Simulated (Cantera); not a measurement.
Cantera run:

```python
import numpy as np
import cantera as ct

gas_names = """
    CL CL2 H HCL H2 Si SiCL SiCL2 SiCL3 SiCL4 SiH SiHCL3 SiH2 SiH2CL2 SiH3 SiH3CL SiH4 Si2 Si3
""".split()
cond_names = """
    Si(cr) Si(L)
""".split()


# ... load() reads the species with a 1 bar reference pressure and builds the phases ...
atoms = {
    'Si': {'Si': 1},
    'H2': {'H': 2},
    'HCl': {'H': 1, 'CL': 1},
}
top_T = {}  # K; cautious upper limits of use, not melting points


# ... equilibrate(T, P, feed) seeds the gas with the atoms and calls Mixture.equilibrate('TP', solver="vcs", rtol=1e-11, max_steps=5000) ...
results = []
T = 1375  # K
P = 100000  # Pa
for m in [1.1, 1.6, 2.2, 2.8, 3.3, 3.9, 4.4, 5, 5.6, 6.1]:
    feed = {'Si': 1, 'H2': m, 'HCl': 0.7}  # mol
    mix = equilibrate(T, P, feed)
    results.append((T, P, feed, dict(zip(mix.species_names, mix.species_moles))))

top = {s: max(r[3][s] / sum(r[3][g] for g in gas_names) for r in results) for s in gas_names}
cols = sorted((s for s in top if top[s] > 0.0001), key=lambda s: -top[s])[:6]
seen = [c for c in cond_names if any(r[3].get(c, 0) > 1e-12 for r in results)]
print("log10 of partial pressures in bar; condensed amounts in mol")
print(f"{'n(H2)':>10s}" + "".join(f"{s[:9]:>10s}" for s in cols + seen))
for T, P, feed, n in results:
    ng = sum(n[g] for g in gas_names)
    print(f"{feed['H2']:10.4g}" + "".join(f"{np.log10(max(n[s] / ng * P / 1e5, 1e-99)):10.3f}" for s in cols)
          + "".join(f"{n.get(c, 0):10.4g}" for c in seen))
```

Result:

```
log10 of partial pressures in bar; condensed amounts in mol
     n(H2)        H2       HCL     SiCL4     SiCL2    SiHCL3     SiCL3    Si(cr)
       1.1    -0.093    -1.067    -1.402    -1.581    -1.624    -1.823    0.8208
       1.6    -0.075    -1.101    -1.574    -1.667    -1.744    -1.952    0.8268
       2.2    -0.062    -1.136    -1.742    -1.751    -1.862    -2.077    0.8336
       2.8    -0.053    -1.167    -1.882    -1.821    -1.964    -2.183      0.84
       3.3    -0.048    -1.190    -1.985    -1.873    -2.038    -2.260    0.8451
       3.9    -0.043    -1.215    -2.097    -1.928    -2.119    -2.344    0.8508
       4.4    -0.040    -1.235    -2.181    -1.971    -2.181    -2.407    0.8554
         5    -0.036    -1.257    -2.275    -2.018    -2.250    -2.478    0.8606
       5.6    -0.034    -1.277    -2.362    -2.061    -2.314    -2.543    0.8655
       6.1    -0.032    -1.293    -2.430    -2.095    -2.364    -2.594    0.8694
```

Cantera equilibrium calculation (NASA polynomials, part measured and part estimated; ideal gas, pure solids and liquids). The tables' values for SiCl3 are old estimates; treat these amounts as uncertain.
